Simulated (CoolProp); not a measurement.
R1336mzz(E) along the isobar 2.94 MPa: Z from the reference equation and from simpler models built on Tc = 130.4 °C, pc = 2.779 MPa, ω = 0.413; each cubic takes its own stable root.

Model: reference Helmholtz-energy equation of state, Akasaka 2023, in CoolProp.

```
T (°C)   phase  reference
------  ------  ---------
-1.35   liquid     0.1514
8.35    liquid     0.1489
18.15   liquid     0.1468
27.85   liquid     0.1450
37.65   liquid     0.1436
47.35   liquid     0.1427
57.15   liquid     0.1422
66.85   liquid     0.1422
76.65   liquid     0.1429
86.35   liquid     0.1443
96.05   liquid     0.1469
105.85  liquid     0.1511
```

**Question.** How far does each simpler model (van der Waals, Redlich-Kwong, Soave-Redlich-Kwong, Peng-Robinson) lie from the reference over these 12 states: mean and median of the absolute difference, and the worst?

**Answer.** 
- van der Waals: mean 70.7 %, median 71.0 %, worst +72.5 % at -1.35 °C and 2.94 MPa
- Redlich-Kwong: mean 23.3 %, median 22.7 %, worst +28.9 % at 105.85 °C and 2.94 MPa
- Soave-Redlich-Kwong: mean 16.0 %, median 15.1 %, worst +21.7 % at 105.85 °C and 2.94 MPa
- Peng-Robinson: mean 2.7 %, median 1.8 %, worst +8.1 % at 105.85 °C and 2.94 MPa
